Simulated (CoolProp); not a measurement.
Properties of n-decane at several states (Tc = 617.7 K, pc = 21.01 bar, ω = 0.488).

The numbers come from the reference Helmholtz-energy equation of state, Lemmon 2006 in CoolProp. It is a short technical equation, of lower accuracy than the large ones.

| T (K) | p (bar) | phase | expansivity (1/kK) | viscosity (µPa s) | conductivity (mW/(m K)) |
|---|---|---|---|---|---|
| 260.3 | 47.1 | liquid | 1.013 | 1740 | 141 |
| 536.2 | 0.416 | gas | 1.955 | 9.26 | 31.1 |
| 299.5 | 9.09 | liquid | 1.064 | 840 | 129 |

Viscosity comes from a separate model (Huber 2004). Thermal conductivity comes from a separate model (Huber 2005).
